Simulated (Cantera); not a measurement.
An isothermal, constant-pressure homogeneous reactor starts with N₂O : H₂ : N₂ = 1 : 0.025 : 4.6 (molar parts), at 1500 K and 12.8 Torr. Integrator tolerance rtol = 1e-08.

Computed with Cantera and GRI-Mech 3.0 (53 species, 325 reactions). GRI-Mech 3.0 was tuned for natural gas; its chemistry of N2O as a main component is partial and can be far from experiment. Radical loss at walls, strong at low pressure, is not modelled. The temperature is held fixed by assumption; the heat of reaction is taken as removed at once.

Question: What does this change do: temperature 1500 to 1200 K?

Answer: 
| quantity | before | after |
|---|---|---|
| x(N₂O) at 20.0 s | 4.34e-7 (gas-phase equilibrium 7.02e-9) | 0.138 (gas-phase equilibrium 1.29e-9) |
| x(H₂) at 20.0 s | 2.37e-7 (gas-phase equilibrium 2.11e-7) | 2.67e-8 (gas-phase equilibrium 1.42e-9) |
| x(O) at 20.0 s | 7.94e-6 (gas-phase equilibrium 8.81e-6) | 1.70e-6 (gas-phase equilibrium 5.46e-8) |
| x(H₂O) at 20.0 s | 0.00407 (gas-phase equilibrium 0.00407) | 0.00437 (gas-phase equilibrium 0.00409) |
| x(NO₂) at 20.0 s | 1.23e-5 (gas-phase equilibrium 3.49e-7) | 3.63e-5 (gas-phase equilibrium 1.77e-7) |
| x(H) at 20.0 s | 6.67e-8 (gas-phase equilibrium 6.25e-8) | 5.40e-9 (gas-phase equilibrium 5.74e-11) |
| x(NO) at 20.0 s | 0.0323 (gas-phase equilibrium 0.000815) | 0.00317 (gas-phase equilibrium 0.000131) |
The mechanism lacks the step 2 NO + O2 → 2 NO2, which can matter for NO2 below about 1400 K.

Question: What does this change do: temperature 1500 to 1248 K?

Answer: 
| quantity | before | after |
|---|---|---|
| x(N₂O) at 20.0 s | 4.34e-7 (gas-phase equilibrium 7.02e-9) | 0.100 (gas-phase equilibrium 1.78e-9) |
| x(H₂) at 20.0 s | 2.37e-7 (gas-phase equilibrium 2.11e-7) | 5.79e-8 (gas-phase equilibrium 3.71e-9) |
| x(O) at 20.0 s | 7.94e-6 (gas-phase equilibrium 8.81e-6) | 3.42e-6 (gas-phase equilibrium 1.45e-7) |
| x(H₂O) at 20.0 s | 0.00407 (gas-phase equilibrium 0.00407) | 0.00429 (gas-phase equilibrium 0.00409) |
| x(NO₂) at 20.0 s | 1.23e-5 (gas-phase equilibrium 3.49e-7) | 3.08e-5 (gas-phase equilibrium 2.01e-7) |
| x(H) at 20.0 s | 6.67e-8 (gas-phase equilibrium 6.25e-8) | 1.57e-8 (gas-phase equilibrium 2.20e-10) |
| x(NO) at 20.0 s | 0.0323 (gas-phase equilibrium 0.000815) | 0.00765 (gas-phase equilibrium 0.000186) |
The mechanism lacks the step 2 NO + O2 → 2 NO2, which can matter for NO2 below about 1400 K.
